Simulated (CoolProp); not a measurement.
A Linde-Hampson liquefier for ethylene: isothermal reversible compression at 320 K from 1 atm to 25 MPa, throttling to 1 atm, return gas leaving the recuperator 0 K below the feed. Each further row changes one setting.

The numbers come from the reference Helmholtz-energy equation of state, Smukala 2000 in CoolProp.

```csv
case,liquid yield per pass,compression work (kJ/kg of gas)
as stated,0.426,432
high pressure 50 MPa,(withheld),(withheld)
warm-end temperature 350 K,(withheld),(withheld)
warm-end gap 5 K,(withheld),432
```

Problem. Fill in the missing entries.

Solution. 
- high pressure 50 MPa, liquid yield per pass: 0.420
- high pressure 50 MPa, compression work (kJ/kg of gas): 491
- warm-end temperature 350 K, liquid yield per pass: 0.349
- warm-end temperature 350 K, compression work (kJ/kg of gas): 498
- warm-end gap 5 K, liquid yield per pass: 0.419
